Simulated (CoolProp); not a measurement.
C2F6 (R116) along the isotherm 372.8 K: Z from the reference equation and from simpler models built on Tc = 293.0 K, pc = 3048 kPa, ω = 0.257; each cubic takes its own stable root.

Model: reference Helmholtz-energy equation of state, Lemmon 2006, in CoolProp. It is a short technical equation, of lower accuracy than the large ones.

| p (kPa) | phase | reference |
|---|---|---|
| 96.4 | gas | 0.9955 |
| 198 | gas | 0.9908 |
| 406 | gas | 0.9811 |
| 835 | gas | 0.9610 |
| 1710 | gas | 0.9195 |
| 3520 | supercritical | 0.8334 |
| 7230 | supercritical | 0.6921 |
| 14800 | supercritical | 0.7567 |
| 30500 | supercritical | 1.192 |

### Question
How far does each simpler model (van der Waals, Redlich-Kwong, Soave-Redlich-Kwong) lie from the reference over these 9 states: mean and median of the absolute difference, and the worst?

### Answer
- van der Waals: mean 5.6 %, median 1.8 %, worst +19.0 % at 372.8 K and 30500 kPa
- Redlich-Kwong: mean 2.0 %, median 1.6 %, worst -6.7 % at 372.8 K and 7230 kPa
- Soave-Redlich-Kwong: mean 1.6 %, median 0.2 %, worst +6.5 % at 372.8 K and 14800 kPa
